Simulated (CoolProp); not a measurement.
A closed Brayton cycle with carbon dioxide: compressor inlet 325.15 K and 8.9 MPa, high pressure 19.4 MPa, turbine inlet 985 K, compressor efficiency 0.8, turbine efficiency 0.85, recuperator effectiveness 0.8 (on enthalpy, no pinch check). Each further row changes one setting.

The numbers come from the reference Helmholtz-energy equation of state, Span 1996 in CoolProp.

```csv
case,thermal efficiency (%),net work (kJ/kg),compressor to turbine work,compressor exit (K),turbine exit (K)
as stated,26.3,80.9,0.32,387.4,885.4
turbine inlet 935 K,25.7,74.4,0.34,387.4,838.7
compressor inlet 335.15 K,25.6,74.8,0.37,404.0,885.4
high pressure 16.5 MPa,23.3,66.2,0.31,374.2,905.5
recuperator effectiveness 0.5,16.7,80.9,0.32,387.4,885.4
```
